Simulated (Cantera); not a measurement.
An adiabatic, constant-volume homogeneous reactor starts with 9.15 % CH₄, 1.10 % CO, 18.8 % O₂, 70.9 % N₂, equivalence ratio 1.0, at 1600 K and 16.8 atm.

Detailed kinetics in Cantera: GRI-Mech 3.0 (53 species, 325 reactions). The pressure lies above the range GRI-Mech 3.0 was tuned for (to about 10 atm). Above 3000 K some thermodynamic fits are extrapolated.

### Question
Predict: time of steepest temperature rise; temperature at 0.100 s; equilibrium temperature; x(CO) at 0.100 s; x(O₂) at 0.100 s; x(NO) at 0.100 s.

### Answer
```json
{
  "time_of_steepest_temperature_rise": "46.7 µs",
  "temperature at 0.100 s": "3182 K",
  "equilibrium_temperature": "3182 K",
  "x(CO) at 0.100 s": "0.0445 (gas-phase equilibrium 0.0445)",
  "x(O₂) at 0.100 s": "0.0165 (gas-phase equilibrium 0.0165)",
  "x(NO) at 0.100 s": "0.0153 (gas-phase equilibrium 0.0153)"
}
```
